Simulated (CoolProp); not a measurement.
Vapour-liquid equilibrium of ethane (1) + propane (2) at 225.1 K; x and y are mole fractions of (1).

Computed with CoolProp (multi-fluid Helmholtz-energy mixture model, Bücker 2006 and Lemmon 2009; pair parameters Kunz 2012).

```
x      bubble pressure, mixture model (kPa)  bubble pressure, Raoult's law (kPa)  y, mixture model  y, Raoult's law
-----  ------------------------------------  -----------------------------------  ----------------  ---------------
0.05                                  100.8                                103.1             0.264            0.287
0.125                                 135.7                                141.6             0.488            0.522
0.2                                   170.5                                180.2             0.622            0.656
0.275                                 205.7                                218.7             0.711            0.744
0.35                                      ?                                257.3             0.776            0.805
0.425                                 278.2                                295.9             0.826            0.850
0.5                                   315.9                                334.4                 ?            0.884
0.575                                     ?                                373.0             0.896            0.912
0.65                                  394.3                                411.5             0.922            0.934
0.725                                 435.2                                450.1             0.944            0.953
0.8                                   476.9                                488.6                 ?            0.968
0.875                                 519.4                                527.2             0.978            0.982
0.95                                  562.5                                565.7                 ?            0.993
```

Problem. Some entries are withheld; supply them.

Solution. 
- 0.35, bubble pressure, mixture model (kPa): 241.5
- 0.5, y, mixture model: 0.865
- 0.575, bubble pressure, mixture model (kPa): 354.6
- 0.8, y, mixture model: 0.963
- 0.95, y, mixture model: 0.992

The largest gap from Raoult's law is -6.1 % in bubble pressure, at x = 0.35. No azeotrope shows between x = 0.05 and 0.95.

Pair parameters are fitted to limited data, so mixtures are less certain than the pure fluids.
